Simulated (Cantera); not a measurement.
A closed system holds: 1 mol Ti, a varied amount of CO2, 13 mol H2, at 1477 °C and 25.0 mbar.

Equilibrium computed with Cantera from the NASA thermochemical tables; the gas is ideal and each condensed phase is pure. Candidate condensed phases: C, C6H6, C7H8, C8H18, H2O, Ti, TiC, TiO, TiO2, Ti2O3, Ti3O5, Ti4O7; 113 gas species. Mutual solubility and eutectic melting of coexisting phases are not modelled. TiC: taken at fixed stoichiometry. Condensed phases not in the tables: Magnéli phases beyond Ti4O7. Kinetics and transport are ignored.

x: gas mole fraction; n: condensed amount in mol.

| n(CO2) (mol) | x H2 | x CO | x CO2 | x H2O | n TiC(s) | n Ti2O3(s) | n Ti3O5(s) | n Ti4O7(s) | n TiO2(rutile) |
|---|---|---|---|---|---|---|---|---|---|
| 1 | 0.941 | 0.0579 | 1.11e-6 | 6.53e-5 | 0.200 | 0.400 | 0 | 0 | 0 |
| 1.3 | 0.913 | 0.0857 | 1.92e-6 | 7.41e-5 | 0.0804 | 0.460 | 0 | 0 | 0 |
| 1.8 | 0.868 | 0.121 | 0.000334 | 0.00867 | 0 | 0 | 0.333 | 0 | 0 |
| 2.4 | 0.803 | ___ | ___ | ___ | 0 | 0 | 0 | ___ | 0 |
| 3.1 | 0.742 | 0.188 | 0.00446 | 0.0638 | 0 | 0 | 0 | 0 | 1.000 |
| 4.2 | 0.639 | 0.232 | 0.0117 | 0.116 | 0 | 0 | 0 | 0 | 1.000 |
| 5.5 | 0.536 | 0.274 | 0.0234 | 0.166 | 0 | 0 | 0 | 0 | 1.000 |
| 7.4 | 0.418 | 0.317 | 0.0458 | 0.219 | 0 | 0 | 0 | 0 | 1.000 |
| 9.8 | ___ | 0.348 | ___ | ___ | 0 | 0 | 0 | 0 | 1.000 |
| 13 | 0.212 | 0.364 | 0.136 | 0.287 | 0 | 0 | 0 | 0 | 1.000 |
| 17 | 0.140 | 0.359 | 0.207 | 0.293 | 0 | 0 | 0 | 0 | 1.000 |
| 23 | 0.0834 | 0.333 | 0.306 | 0.277 | 0 | 0 | 0 | 0 | 1.000 |

### Question
What belongs in the gaps?

### Answer

- 9.8, x H2: 0.309
- 9.8, x CO2: 0.0812
- 9.8, x H2O: 0.261
- 2.4, x CO: 0.154
- 2.4, x CO2: 0.00212
- 2.4, x H2O: 0.0401
- 2.4, n Ti4O7(s): 0.250
